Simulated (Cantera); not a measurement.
Input: 1 mol CH4, a varied amount of O2, equilibrated at 1898 K and 0.00133 bar.

These are equilibrium values from Cantera (NASA tables, ideal gas, pure condensed phases), not measurements of a reactor. Candidate condensed phases: C, C6H6, C7H8, C8H18, H2O; 110 gas species. Equilibrium is a limit: real reactors are often held back by kinetics, nucleation or transport.

x: gas mole fraction; n: condensed amount in mol.

```
n(O2) (mol)   x H2    x H2O   x CO    x CO2     x H  x OH  n C(graphite)
-----------  -----  -------  -----  -------  ------  ----  -------------
0.23         0.795  3.53e-8  0.185  1.96e-9  0.0191   ___          0.539
0.3          0.753  4.13e-8  0.229  2.99e-9  0.0186   ___          0.399
0.38         0.709  4.64e-8  0.273  4.25e-9  0.0180   ___          0.239
0.49         0.656  5.13e-8  0.326  6.07e-9  0.0173   ___         0.0185
0.63         0.577   0.0758  0.321   0.0100  0.0163   ___              0
0.81         0.476    0.178  0.304   0.0270  0.0148   ___              0
1            0.375    0.280  0.281   0.0500  0.0131   ___              0
1.3          0.230    0.427  0.230    0.102  0.0103   ___              0
```

Question: Complete the blanks.

Answer: 
- 0.23, x OH: 6.94e-11
- 0.3, x OH: 8.33e-11
- 0.38, x OH: 9.65e-11
- 0.49, x OH: 1.11e-10
- 0.63, x OH: 0.000175
- 0.81, x OH: 0.000451
- 1, x OH: 0.000801
- 1.3, x OH: 0.00156
